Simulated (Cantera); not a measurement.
An isothermal, constant-pressure homogeneous reactor starts with N2O : N2 = 1 : 8.1 (molar parts), at 1348 K and 750 Torr.

Computed with Cantera and GRI-Mech 3.0 (53 species, 325 reactions). GRI-Mech 3.0 was tuned for natural gas; its chemistry of N2O as a main component is partial and can be far from experiment. The mechanism lacks the step 2 NO + O2 → 2 NO2, which can matter for NO2 below about 1400 K. The temperature is held fixed by assumption; the heat of reaction is taken as removed at once.

x: mole fraction; the columns are a selection and need not sum to one.

```csv
t (s),x N2O,x NO,x N2,x NO2,x O2,x O
3.00e-6,0.110,1.71e-8,0.890,<1e-12,4.14e-8,1.11e-6
2.22e-5,0.110,7.82e-7,0.890,9.94e-12,1.89e-6,6.33e-6
0.000164,0.110,1.73e-5,0.890,4.78e-9,4.19e-5,1.31e-5
0.00122,0.109,?,0.891,?,?,1.32e-5
0.00900,0.103,0.00113,0.893,7.52e-6,0.00277,1.29e-5
0.0666,0.0688,0.00633,0.909,5.21e-5,0.0163,1.09e-5
0.493,0.00760,0.0133,0.937,0.000108,0.0417,2.65e-6
3.65,1.56e-7,0.0136,0.941,5.64e-5,0.0452,8.75e-8
27.0,7.29e-8,0.0135,0.941,5.63e-5,0.0453,8.74e-8
200,7.23e-8,0.0135,0.941,5.60e-5,0.0453,8.75e-8
```

### Question
Fill in the missing entries.

### Answer

- 0.00122, x NO: 0.000156
- 0.00122, x NO2: 3.29e-7
- 0.00122, x O2: 0.000378
